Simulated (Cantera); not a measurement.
**Equilibrium for hydrogen reduction and annealing atmospheres: Nb2O5 + H2 + H2O**

Charge: 1 mol Nb2O5, 220 mol H2, 0.67 mol H2O, equilibrated at 1200 K and 0.000120 bar.

Method: chemical equilibrium by Gibbs-energy minimisation in Cantera with the NASA 1993 tables (ideal gas, pure condensed phases). Candidate condensed phases: H2O, Nb, NbO, NbO2, Nb2O5; 12 gas species. Condensed phases not in the tables: the oxides between NbO2 and Nb2O5. Equilibrium is a limit: real reactors are often held back by kinetics, nucleation or transport.

```
Property                             Result
--------------------------------  ---------
x(H2)                                 0.992
x(H2O)                              0.00757
x(H)                                1.79e-5
n(NbO2(s))                         2.00 mol
gas amount                        220.7 mol
log10 activity of Nb(s) (absent)      -5.20
```
